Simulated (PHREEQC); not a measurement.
0.02 g of hydrous ferric oxide (600 m²/g; 0.2 weak and 0.005 strong sites per Fe, Dzombak-Morel constants, diffuse double layer) in 1 kg of water with 0.05 mol/kgw of an inert sodium salt and 0.00019 mmol/kgw ZnCl2 and 0.00025 mmol/kgw MnCl2, at 25 °C; the pH is set by adding NaOH or the inert anion's acid. No oxygen is let in. The system is closed to CO2. Nothing may precipitate in this run.

Computed with PHREEQC (ion-association model, wateq4f.dat).

```tsv
pH	Zn sorbed (%)	Mn sorbed (%)	surface charge σ (C/m²)	surface potential ψ (mV)
3	0.0	0.0	0.357	169
3.38	0.0	0.0	0.342	167
3.75	0.0	0.0	0.317	164
4.12	0.0	0.0	0.281	158
4.88	0.1	0.0	0.194	139
5.25	0.4	0.0	(withheld)	127
5.62	(withheld)	0.1	0.119	114
6	7.2	0.3	(withheld)	99
6.38	26.0	(withheld)	(withheld)	84
6.75	59.9	5.7	0.045	67
7.12	86.5	20.6	0.030	50
7.88	99.2	84.2	0.007	13
8.25	99.8	96.2	-0.003	-6
8.62	99.9	99.2	(withheld)	(withheld)
9	99.9	99.8	-0.025	-44
```

**Question.** What belongs in the gaps?

**Answer.** 
- 5.25, surface charge σ (C/m²): 0.154
- 5.62, Zn sorbed (%): 1.7
- 6, surface charge σ (C/m²): 0.089
- 6.38, Mn sorbed (%): 1.4
- 6.38, surface charge σ (C/m²): 0.064
- 8.62, surface charge σ (C/m²): -0.013
- 8.62, surface potential ψ (mV): -25

Complexes and solids missing from the database can't appear. The oxide is taken as insoluble; below pH 4 it would dissolve.
